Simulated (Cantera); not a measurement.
Charge: 1 mol SiF4, 8.8 mol O3, 2.5 mol H2, equilibrated at 2050 K and 1.00 bar.

Equilibrium computed with Cantera from the NASA thermochemical tables; the gas is ideal and each condensed phase is pure. Candidate condensed phases: H2O, Si, SiO2; 38 gas species. The tables hold silica as quartz up to 1696 K and as liquid above; real silica turns to tridymite and cristobalite and melts near 1996 K. Gases not in the tables: Si(OH)4. The numbers say what is thermodynamically allowed, not how fast it happens.

**Question.** What is the equilibrium state?

**Answer.** 
| Property | Value |
|---|---|
| x(O2) | 0.729 |
| x(HF) | 0.219 |
| x(H2O) | 0.0420 |
| x(SiF4) | 0.00629 |
| x(OH) | 0.00230 |
| x(O) | 0.000831 |
| x(F) | 5.50e-5 |
| x(H2) | 2.05e-5 |
| x(H) | 1.03e-5 |
| n(SiO2(l)) | 0.897 mol |
| gas amount | 16.36 mol |
| log10 activity of Si(l) (absent) | -13.65 |
